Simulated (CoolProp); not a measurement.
R113 along the isotherm 500 K: fugacity coefficient from the reference equation and from simpler models built on Tc = 487.2 K, pc = 3.392 MPa, ω = 0.253; each cubic takes its own stable root.

Values from CoolProp's reference Helmholtz-energy equation of state, Marx 1992.

```csv
p (MPa),phase,reference
0.509,gas,0.9541
1.02,gas,0.9086
1.53,gas,0.8637
2.04,gas,0.8192
2.54,gas,0.7755
3.05,gas,0.7305
3.56,supercritical,0.6840
4.07,supercritical,0.6330
4.58,supercritical,0.5811
5.09,supercritical,0.5377
```

How far does each simpler model (van der Waals, Redlich-Kwong, Soave-Redlich-Kwong, Peng-Robinson) lie from the reference over these 10 states: mean and median of the absolute difference, and the worst?


- van der Waals: mean 2.2 %, median 2.3 %, worst +4.2 % at 500 K and 5.09 MPa
- Redlich-Kwong: mean 0.4 %, median 0.4 %, worst -0.8 % at 500 K and 4.07 MPa
- Soave-Redlich-Kwong: mean 0.4 %, median 0.1 %, worst +1.7 % at 500 K and 5.09 MPa
- Peng-Robinson: mean 2.4 %, median 2.8 %, worst -3.4 % at 500 K and 4.07 MPa
